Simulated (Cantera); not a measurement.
An isothermal, constant-pressure homogeneous reactor starts with H₂ : O₂ = 0.41 : 1 (molar parts), equivalence ratio 0.20, at 1225 K and 20.0 Torr.

Model: the H2/O2 subset of GRI-Mech 3.0, which has no nitrogen chemistry, integrated in Cantera. Radical loss at walls, strong at low pressure, is not modelled. The temperature is held fixed by assumption; the heat of reaction is taken as removed at once.

x: mole fraction; the columns are a selection and need not sum to one.

| t (s) | x H₂ | x O₂ | x OH | x H | x H₂O |
|---|---|---|---|---|---|
| 4.00e-5 | 0.291 | 0.709 | 7.85e-9 | 3.25e-8 | 2.08e-8 |
| 0.000163 | 0.291 | 0.709 | 7.87e-7 | 2.87e-6 | 4.09e-6 |
| 0.000661 | 0.0232 | 0.567 | 0.0146 | 0.110 | 0.208 |
| 0.00269 | 0.0102 | 0.616 | 0.0105 | 0.0361 | 0.288 |
| 0.0109 | 0.000892 | 0.656 | 0.00307 | 0.000787 | 0.336 |
| 0.0444 | ? | 0.659 | ? | ? | 0.340 |
| 0.180 | 4.52e-6 | 0.660 | 0.000228 | 3.15e-7 | 0.340 |
| 0.733 | 7.42e-7 | 0.660 | 9.37e-5 | 2.18e-8 | 0.340 |
| 2.98 | 1.58e-7 | 0.660 | 4.35e-5 | 2.20e-9 | 0.340 |
| 12.1 | ? | 0.660 | 2.67e-5 | 5.14e-10 | 0.340 |
| 49.2 | 5.46e-8 | 0.660 | 2.55e-5 | 4.49e-10 | 0.340 |
| 200 | 5.46e-8 | 0.660 | 2.55e-5 | 4.49e-10 | 0.340 |

Q: Some entries are withheld; supply them.

A: 
- 0.0444, x H₂: 4.38e-5
- 0.0444, x OH: 0.000692
- 0.0444, x H: 8.85e-6
- 12.1, x H₂: 5.98e-8
